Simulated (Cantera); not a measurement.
# N2O furnace oxynitridation

A perfectly stirred reactor is fed with 93.4 % N2O, 6.63 % O2, at 8800 Pa; it is held at 1325 K, and followed from long to short residence time.

Detailed kinetics in Cantera: GRI-Mech 3.0 (53 species, 325 reactions). GRI-Mech 3.0 was tuned for natural gas; its chemistry of N2O as a main component is partial and can be far from experiment. The mechanism lacks the step 2 NO + O2 → 2 NO2, which can matter for NO2 below about 1400 K. The temperature is held fixed by assumption; the heat of reaction is taken as removed at once.

| τ (s) | x N2O | x O2 | x O | x N2 | x NO2 | x NO |
|---|---|---|---|---|---|---|
| 13 | 0.103 | 0.289 | 8.79e-6 | 0.525 | 7.98e-5 | 0.0827 |
| 4.1 | 0.254 | 0.247 | 9.82e-6 | 0.428 | 6.58e-5 | 0.0718 |
| 1.3 | 0.500 | 0.181 | 1.03e-5 | 0.272 | 4.03e-5 | 0.0469 |
| 0.39 | 0.740 | 0.117 | 1.04e-5 | 0.122 | 1.66e-5 | 0.0211 |
| 0.12 | 0.864 | 0.0847 | 1.05e-5 | 0.0439 | 5.11e-6 | 0.00763 |
| 0.037 | 0.911 | 0.0723 | 1.05e-5 | 0.0143 | 1.16e-6 | 0.00248 |
| 0.011 | 0.927 | 0.0681 | 1.04e-5 | 0.00431 | 1.73e-7 | 0.000749 |
| 0.0034 | 0.932 | 0.0668 | 1.03e-5 | 0.00133 | 2.03e-8 | 0.000230 |
x: mole fraction; the columns are a selection and need not sum to one.
